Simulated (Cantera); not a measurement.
An isothermal, constant-pressure homogeneous reactor starts with 12.3 % N2O, 87.7 % N2, at 1550 K and 713 Torr.

Cantera simulation using GRI-Mech 3.0 (53 species, 325 reactions); the numbers are that mechanism's predictions, not measurements. GRI-Mech 3.0 was tuned for natural gas; its chemistry of N2O as a main component is partial and can be far from experiment. The temperature is held fixed by assumption; the heat of reaction is taken as removed at once.

x: mole fraction; the columns are a selection and need not sum to one.

| t (s) | x N2O | x NO2 | x O2 | x NO | x N2 | x O |
|---|---|---|---|---|---|---|
| 2.00e-5 | 0.123 | 1.79e-9 | 3.15e-5 | 2.38e-5 | 0.877 | 7.07e-5 |
| 8.12e-5 | 0.123 | 1.12e-7 | 0.000258 | 0.000194 | 0.877 | 0.000107 |
| 0.000330 | 0.120 | 2.11e-6 | 0.00126 | 0.000951 | 0.878 | 0.000108 |
| 0.00134 | ___ | ___ | ___ | ___ | 0.883 | 0.000106 |
| 0.00544 | 0.0740 | 6.61e-5 | 0.0170 | 0.0123 | 0.896 | 9.60e-5 |
| 0.0221 | 0.0196 | 0.000131 | 0.0367 | 0.0241 | 0.919 | 5.55e-5 |
| 0.0896 | 0.000486 | 9.09e-5 | 0.0447 | 0.0263 | 0.928 | 5.00e-6 |
| 0.364 | 2.92e-7 | 5.48e-5 | 0.0449 | 0.0263 | 0.929 | 1.72e-6 |
| 1.48 | 2.90e-7 | 5.47e-5 | 0.0449 | 0.0263 | 0.929 | 1.72e-6 |
| 6.00 | 2.88e-7 | 5.45e-5 | 0.0450 | 0.0262 | 0.929 | 1.72e-6 |

**Question.** Fill in the missing entries.

**Answer.** 
- 0.00134, x N2O: 0.108
- 0.00134, x NO2: 1.69e-5
- 0.00134, x O2: 0.00509
- 0.00134, x NO: 0.00379
